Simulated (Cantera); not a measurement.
Gas mixture: CO₂ : N₂O = 0.55 : 0.8 (molar parts), at 0.0148 atm, frozen composition.

Cantera's kinetic-theory transport with the Lennard-Jones parameters of GRI-Mech 3.0, ideal gas; thermal conductivity in the mixture-averaged form. The composition is frozen, though it would react at the higher temperatures.

One state of this run: ρ (kg/m³) = 0.00794; cp (J/kg/K) = 1246; μ (µPa s) = 40.4; λ (mW/m/K) = 68.5; Pr = 0.736; D (cm²/s) N₂ = 87.2; D (cm²/s) CO₂ = 67.2; D (cm²/s) O = 138. D: mixture-averaged diffusion coefficient of that species in the mixture.

Which value of T (K) does it belong to?
A) 1000
B) 700
C) 400
D) 1300

A, 1000
